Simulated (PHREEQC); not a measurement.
Make-up at 25 °C and 300 atm: 0.28 mol NaOH per kg of water. Closed to the air; pH follows from the charge balance.

Computed with PHREEQC (Pitzer model, pitzer.dat).

```json
{
  "pH": "13.19",
  "ionic_strength": "0.280 mol/kgw",
  "activity_of_water": "0.991",
  "specific_conductance": "53300 µS/cm",
  "density": "1.022 g/cm³",
  "osmotic_coefficient": "0.924",
  "total_alkalinity": "280 meq/kg"
}
```

```json
[
 {"species": "OH-", "molality": "0.280", "activity": "0.200", "log γ": "-0.146"},
 {"species": "Na+", "molality": "0.280", "activity": "0.201", "log γ": "-0.144"}
]
```

No solid was allowed to form. Under pressure, the constants of complexes without a molar volume in the database are unreliable.
